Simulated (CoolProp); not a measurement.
Methane along the isotherm 74.65 °C: fugacity coefficient from the reference equation and from simpler models built on Tc = -82.6 °C, pc = 45.99 bar, ω = 0.011; each cubic takes its own stable root.

The numbers come from the reference Helmholtz-energy equation of state, Setzmann 1991 in CoolProp.

| p (bar) | phase | reference | van der Waals | Redlich-Kwong | Soave-Redlich-Kwong | Peng-Robinson |
|---|---|---|---|---|---|---|
| 46 | supercritical | 0.9595 | 0.9444 | 0.9559 | 0.9633 | 0.9458 |
| 92 | supercritical | 0.9248 | 0.8949 | 0.9192 | 0.9335 | 0.9017 |
| 138 | supercritical | 0.8965 | 0.8538 | 0.8901 | 0.9107 | 0.8672 |
| 184 | supercritical | 0.8748 | 0.8229 | 0.8685 | 0.8947 | 0.8414 |
| 230 | supercritical | 0.8598 | 0.8029 | 0.8541 | 0.8852 | 0.8231 |
| 276 | supercritical | 0.8511 | 0.7929 | 0.8461 | 0.8814 | 0.8111 |
| 322 | supercritical | 0.8479 | 0.7913 | 0.8435 | 0.8827 | 0.8045 |
| 368 | supercritical | 0.8497 | 0.7967 | 0.8456 | 0.8883 | 0.8022 |
| 414 | supercritical | 0.8558 | 0.8081 | 0.8518 | 0.8977 | 0.8037 |
| 460 | supercritical | 0.8657 | 0.8246 | 0.8615 | 0.9106 | 0.8084 |
